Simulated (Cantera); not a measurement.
Input (Python, Cantera) and output of one run.

```python
import numpy as np
import cantera as ct

gas_names = """
    B BH BH2 BH3 BN BO BO2 B2 B2O B2O2 B2O3 B3O3H3 H HBO HBO2 HNO HNO2 HNO3 HO2 H2 H2O H2O2 H3B3O6 N NH
    NH2 NH3 NH2OH NO NO2 NO3 N2 N2H2 N2H4 N2O O OH O2 O3
""".split()
cond_names = """
    B(b) B(L) BN(s) B2O3(L) B3O3H3(cr) H2O(s) H2O(L)
""".split()


def load(file, names, dense=False):
    # The tables refer to 1 bar. Condensed volumes are neglected.
    table = {s.name: s for s in ct.Species.list_from_file(file)}
    out = []
    for n in names:
        d = dict(table[n].input_data)
        d["thermo"] = dict(d["thermo"], **{"reference-pressure": 1e5})
        if dense:
            d["equation-of-state"] = {"model": "constant-volume", "density": "1e6 g/cm^3"}
        out.append(ct.Species.from_dict(d))
    return out


gas = ct.Solution(thermo="ideal-gas", species=load("nasa_gas.yaml", gas_names))
cond = {s.name: ct.Solution(thermo="fixed-stoichiometry", species=[s], name=s.name)
        for s in load("nasa_condensed.yaml", cond_names, dense=True)}
atoms = {
    'BN': {'B': 1, 'N': 1},
    'H2': {'H': 2},
    'H2O': {'H': 2, 'O': 1},
}
top_T = {'BN(s)': 3200}  # K; cautious upper limits of use, not melting points


def equilibrate(T, P, feed):
    n = {}
    for name, mol in feed.items():
        for a, k in atoms[name].items():
            n[a] = n.get(a, 0.0) + k * mol
    gas.TPX = T, P, n
    mass = sum(n.values()) * gas.mean_molecular_weight
    gas.equilibrate("TP")
    valid = [c for c in cond.values() if c.min_temp <= T <= top_T.get(c.name, c.max_temp)]
    mix = ct.Mixture([(gas, mass / gas.mean_molecular_weight)] + [(c, 0.0) for c in valid])
    mix.T, mix.P = T, P
    mix.equilibrate("TP", solver="vcs", rtol=1e-11, max_steps=5000)
    return mix


results = []
feed = {'BN': 1, 'H2': 770, 'H2O': 1.7}  # mol
P = 100000  # Pa
for T in [1450, 1550, 1650, 1750, 1850, 1950, 2050]:
    mix = equilibrate(T, P, feed)
    results.append((T, P, feed, dict(zip(mix.species_names, mix.species_moles))))

top = {s: max(r[3][s] / sum(r[3][g] for g in gas_names) for r in results) for s in gas_names}
cols = sorted((s for s in top if top[s] > 0.0001), key=lambda s: -top[s])[:7]
seen = [c for c in cond_names if any(r[3].get(c, 0) > 1e-12 for r in results)]
print("log10 of partial pressures in bar; condensed amounts in mol")
print(f"{'T/K':>10s}" + "".join(f"{s[:9]:>10s}" for s in cols + seen))
for T, P, feed, n in results:
    ng = sum(n[g] for g in gas_names)
    print(f"{T:10.4g}" + "".join(f"{np.log10(max(n[s] / ng * P / 1e5, 1e-99)):10.3f}" for s in cols)
          + "".join(f"{n.get(c, 0):10.4g}" for c in seen))
```

Output:

```
log10 of partial pressures in bar; condensed amounts in mol
       T/K        H2         H       HBO       H2O        N2      HBO2     BN(s)   B2O3(L)
      1450    -0.001    -5.025    -3.618    -3.199    -3.298    -3.414    0.2203    0.1285
      1550    -0.001    -4.502    -3.132    -3.345    -3.196    -3.343   0.01429         0
      1650    -0.001    -4.042    -3.053    -3.280    -3.189    -3.435         0         0
      1750    -0.001    -3.634    -3.011    -3.216    -3.189    -3.540         0         0
      1850    -0.001    -3.269    -2.983    -3.169    -3.189    -3.651         0         0
      1950    -0.002    -2.942    -2.964    -3.136    -3.189    -3.766         0         0
      2050    -0.002    -2.645    -2.953    -3.112    -3.190    -3.882         0         0
```

Equilibrium computed with Cantera from the NASA thermochemical tables; the gas is ideal and each condensed phase is pure. Mutual solubility and eutectic melting of coexisting phases are not modelled. Gases not in the tables: H3BO3.
